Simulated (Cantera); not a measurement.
Feed: 1 mol CH3Cl, 0.07 mol F2, 0.37 mol HCl, held at 1573.15 K and 1.33 mbar.

Cantera equilibrium calculation (NASA polynomials, part measured and part estimated; ideal gas, pure solids and liquids). Candidate condensed phases: C, C6H6, C7H8, C8H18; 118 gas species. The numbers say what is thermodynamically allowed, not how fast it happens.

Base state: HCl 0.560, H2 0.381, HF 0.0573, Cl 0.000805, H 0.000688 (mole fractions); condensed: C(graphite).

**Question.** What changes in the equilibrium state with this change: CH3Cl replaced by CH3F?

**Answer.** 
```json
[
 {"species": "HF", "before": "0.0573", "after": "0.467"},
 {"species": "H2", "before": "0.381", "after": "0.381"},
 {"species": "HCl", "before": "0.560", "after": "0.151"},
 {"species": "Cl", "before": "0.000805", "after": "0.000217"},
 {"species": "H", "before": "0.000688", "after": "0.000688"},
 {"species": "C(graphite), mol", "before": "1.000", "after": "1.000"}
]
```
